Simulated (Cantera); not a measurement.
Charge: 1 mol B₂O₃, 21 mol NH₃, 19 mol H₂, at 10.0 Torr.

These are equilibrium values from Cantera (NASA tables, ideal gas, pure condensed phases), not measurements of a reactor. Candidate condensed phases: B, BN, B₂O₃, B₃O₃H₃, H₂O; 39 gas species. Mutual solubility and eutectic melting of coexisting phases are not modelled. The numbers say what is thermodynamically allowed, not how fast it happens.

Q: Which condensed phases are stable at each of these points (T (°C)): 800, 850, 900, 950, 1000, 1050, 1100, 1150, 1200, 1250, 1300, 1350, 1400, 1450?

A: 
| T (°C) | condensed phases | B condensed (%) |
|---|---|---|
| 800 | BN(s) + B₂O₃(l) | 99.9 |
| 850 | BN(s) + B₂O₃(l) | 99.8 |
| 900 | BN(s) + B₂O₃(l) | 99.5 |
| 950 | BN(s) + B₂O₃(l) | 99.0 |
| 1000 | BN(s) + B₂O₃(l) | 98.0 |
| 1050 | BN(s) + B₂O₃(l) | 96.2 |
| 1100 | BN(s) + B₂O₃(l) | 92.7 |
| 1150 | BN(s) + B₂O₃(l) | 86.0 |
| 1200 | BN(s) + B₂O₃(l) | 72.8 |
| 1250 | BN(s) + B₂O₃(l) | 46.2 |
| 1300 | BN(s) | 1.4 |
| 1350 | gas only | 0.0 |
| 1400 | gas only | 0.0 |
| 1450 | gas only | 0.0 |

From 800 °C to 1250 °C the condensed part is BN(s) + B₂O₃(l). At 1300 °C the condensed part is BN(s). From 1350 °C to 1450 °C nothing is condensed.
